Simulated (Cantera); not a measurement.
A Cantera script and its output.

```python
import numpy as np
import cantera as ct

gas = ct.Solution("h2o2.yaml")
gas.TPX = 698, 30000, {'H2': 1, 'O2': 0.417, 'N2': 1.13}
inlet = ct.Reservoir(gas, clone=True)
gas.equilibrate("HP")  # start burning
reactor = ct.IdealGasConstPressureReactor(gas, energy="on", clone=False)
exhaust = ct.Reservoir(gas, clone=True)
tau = [0.14, 0.038, 0.01, 0.0029, 0.0008, 0.00022, 6.2e-05, 1.7e-05, 4.7e-06][0]
for a, b in ((inlet, reactor), (reactor, exhaust)):
    ct.MassFlowController(a, b, mdot=lambda t: reactor.mass / tau)
net = ct.ReactorNet([reactor])
show = ['H2', 'O2', 'HO2', 'H2O', 'O']

rows = []
print(f"{'tau/s':>10s}{'T/K':>9s}" + "".join(f"{s:>11s}" for s in show))
for tau in [0.14, 0.038, 0.01, 0.0029, 0.0008, 0.00022, 6.2e-05, 1.7e-05, 4.7e-06]:
    net.initial_time = 0.0
    net.advance(30 * tau)
    before = gas.X
    net.advance(40 * tau)
    drift = np.max(np.abs(gas.X - before) / (gas.X + 1e-9))
    rows.append([gas.T, *gas[show].X, drift])
    print(f"{tau:10.3e}{gas.T:9.1f}" + "".join(f"{x:11.3e}" for x in gas[show].X))
```

Output:

```
     tau/s      T/K         H2         O2        HO2        H2O          O
 1.400e-01   2640.6  9.099e-02  6.463e-03  2.019e-06  3.372e-01  4.290e-03
 3.800e-02   2624.1  9.143e-02  6.805e-03  2.019e-06  3.353e-01  4.545e-03
 1.000e-02   2561.0  9.296e-02  8.101e-03  1.998e-06  3.285e-01  5.547e-03
 2.900e-03   2387.5  9.592e-02  1.163e-02  2.037e-06  3.112e-01  8.465e-03
 8.000e-04   2091.5  9.695e-02  1.759e-02  3.031e-06  2.868e-01  1.337e-02
 2.200e-04   1771.7  9.392e-02  2.470e-02  5.621e-06  2.654e-01  1.719e-02
 6.200e-05   1473.7  1.016e-01  3.745e-02  1.163e-05  2.396e-01  1.691e-02
 1.700e-05    698.0  3.926e-01  1.637e-01  2.080e-15 -1.559e-15  1.313e-17
 4.700e-06    698.0  3.926e-01  1.637e-01  6.047e-16 -8.000e-17  2.566e-18
```

Cantera simulation using the H2/O2 subset of GRI-Mech 3.0, which has no nitrogen chemistry; the numbers are that mechanism's predictions, not measurements.
